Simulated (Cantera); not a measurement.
Feed: 1 mol SiH4, 0.097 mol C2H2, a varied amount of H2, held at 1975 °C and 100000 Pa.

Method: chemical equilibrium by Gibbs-energy minimisation in Cantera with the NASA 1993 tables (ideal gas, pure condensed phases). Candidate condensed phases: C, C6H6, C7H8, C8H18, Si, SiC; 87 gas species. Mutual solubility and eutectic melting of coexisting phases are not modelled. Gases not in the tables: Si2H6 and higher silanes. Kinetics and transport are ignored.

x: gas mole fraction; n: condensed amount in mol.

```json
[
 {"n(H2) (mol)": "91", "x H2": "0.991", "x H": "0.00732", "x Si": "0.000582", "x SiH2": "0.000369", "x SiH": "0.000234", "x C2H2 (acetylene)": "5.04e-5", "x Si2C": "4.01e-5", "n Si(l)": "0.701", "n SiC(s)": "0.178"},
 {"n(H2) (mol)": "130", "x H2": "0.991", "x H": "0.00732", "x Si": "0.000582", "x SiH2": "0.000369", "x SiH": "0.000234", "x C2H2 (acetylene)": "5.04e-5", "x Si2C": "4.01e-5", "n Si(l)": "0.658", "n SiC(s)": "0.171"},
 {"n(H2) (mol)": "180", "x H2": "0.991", "x H": "0.00732", "x Si": "0.000582", "x SiH2": "0.000369", "x SiH": "0.000234", "x C2H2 (acetylene)": "5.04e-5", "x Si2C": "4.01e-5", "n Si(l)": "0.602", "n SiC(s)": "0.162"},
 {"n(H2) (mol)": "250", "x H2": "0.991", "x H": "0.00732", "x Si": "0.000582", "x SiH2": "0.000369", "x SiH": "0.000234", "x C2H2 (acetylene)": "5.04e-5", "x Si2C": "4.01e-5", "n Si(l)": "0.523", "n SiC(s)": "(withheld)"},
 {"n(H2) (mol)": "350", "x H2": "0.991", "x H": "0.00732", "x Si": "0.000582", "x SiH2": "0.000369", "x SiH": "0.000234", "x C2H2 (acetylene)": "5.04e-5", "x Si2C": "4.01e-5", "n Si(l)": "0.411", "n SiC(s)": "(withheld)"},
 {"n(H2) (mol)": "490", "x H2": "0.991", "x H": "0.00732", "x Si": "0.000582", "x SiH2": "0.000369", "x SiH": "0.000234", "x C2H2 (acetylene)": "5.04e-5", "x Si2C": "4.01e-5", "n Si(l)": "0.253", "n SiC(s)": "(withheld)"},
 {"n(H2) (mol)": "690", "x H2": "0.991", "x H": "0.00732", "x Si": "0.000582", "x SiH2": "0.000369", "x SiH": "0.000234", "x C2H2 (acetylene)": "5.04e-5", "x Si2C": "4.01e-5", "n Si(l)": "0.0289", "n SiC(s)": "(withheld)"},
 {"n(H2) (mol)": "970", "x H2": "0.992", "x H": "0.00732", "x Si": "0.000466", "x SiH2": "0.000295", "x SiH": "0.000187", "x C2H2 (acetylene)": "6.48e-5", "x Si2C": "2.91e-5", "n Si(l)": "0", "n SiC(s)": "0"},
 {"n(H2) (mol)": "1400", "x H2": "0.992", "x H": "0.00732", "x Si": "0.000332", "x SiH2": "0.000210", "x SiH": "0.000134", "x C2H2 (acetylene)": "4.62e-5", "x Si2C": "1.25e-5", "n Si(l)": "0", "n SiC(s)": "0"}
]
```

**Question.** What belongs in the gaps?

**Answer.** 
- 250, n SiC(s): 0.149
- 350, n SiC(s): 0.132
- 490, n SiC(s): 0.107
- 690, n SiC(s): 0.0714
